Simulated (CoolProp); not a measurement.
Vapour-liquid equilibrium of ethanol (1) + ethylbenzene (2) at 286 kPa; x and y are mole fractions of (1).

Values from CoolProp's multi-fluid Helmholtz-energy mixture model, Schroeder 2014 and Zhou 2012; pair parameters Bell 2016.

```json
[
 {"x": "0.05", "bubble temperature (K)": "424.8", "y at the bubble point": "0.474", "dew temperature at overall composition x (K)": "450.3", "liquid density (mol/L)": "7.169"},
 {"x": "0.15", "bubble temperature (K)": "401.9", "y at the bubble point": "0.727", "dew temperature at overall composition x (K)": "445.1", "liquid density (mol/L)": "7.761"},
 {"x": "0.25", "bubble temperature (K)": "393.3", "y at the bubble point": "0.798", "dew temperature at overall composition x (K)": "439.4", "liquid density (mol/L)": "8.278"},
 {"x": "0.35", "bubble temperature (K)": "389.4", "y at the bubble point": "0.829", "dew temperature at overall composition x (K)": "433.3", "liquid density (mol/L)": "8.818"},
 {"x": "0.45", "bubble temperature (K)": "387.2", "y at the bubble point": "0.847", "dew temperature at overall composition x (K)": "426.6", "liquid density (mol/L)": "9.422"},
 {"x": "0.55", "bubble temperature (K)": "385.8", "y at the bubble point": "0.861", "dew temperature at overall composition x (K)": "418.9", "liquid density (mol/L)": "10.12"},
 {"x": "0.65", "bubble temperature (K)": "384.6", "y at the bubble point": "0.875", "dew temperature at overall composition x (K)": "410.0", "liquid density (mol/L)": "10.94"},
 {"x": "0.75", "bubble temperature (K)": "383.4", "y at the bubble point": "0.895", "dew temperature at overall composition x (K)": "399.2", "liquid density (mol/L)": "11.92"},
 {"x": "0.85", "bubble temperature (K)": "382.1", "y at the bubble point": "0.923", "dew temperature at overall composition x (K)": "386.9", "liquid density (mol/L)": "13.09"},
 {"x": "0.95", "bubble temperature (K)": "380.9", "y at the bubble point": "0.968", "dew temperature at overall composition x (K)": "381.3", "liquid density (mol/L)": "14.50"}
]
```

No azeotrope shows between x = 0.05 and 0.95.

Pair parameters are fitted to limited data, so mixtures are less certain than the pure fluids. With so large a gap from Raoult's law the liquid may split in two, which this calculation doesn't test in full.
